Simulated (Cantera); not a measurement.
Feed: 1 mol SiF4, 0.13 mol H2O, equilibrated at 1075 K and 27.0 Pa.

Equilibrium computed with Cantera from the NASA thermochemical tables; the gas is ideal and each condensed phase is pure. Candidate condensed phases: H2O, Si, SiO2; 38 gas species. The numbers say what is thermodynamically allowed, not how fast it happens.

Base state: SiF4 0.783, HF 0.215, H2O 0.00117 (mole fractions); condensed: SiO2(β-quartz).

Task: What changes in the equilibrium state with this change: 0.00079 mol Cl2 added?

Result: 
```
species               before     after
-------------------  -------  --------
SiF4                   0.783     0.783
HF                     0.215     0.214
HCl                        0   0.00130
O2                   8.55e-8  0.000325
Cl                         0   2.01e-5
H2O                  0.00117   0.00115
SiO2(β-quartz), mol   0.0643    0.0639
```
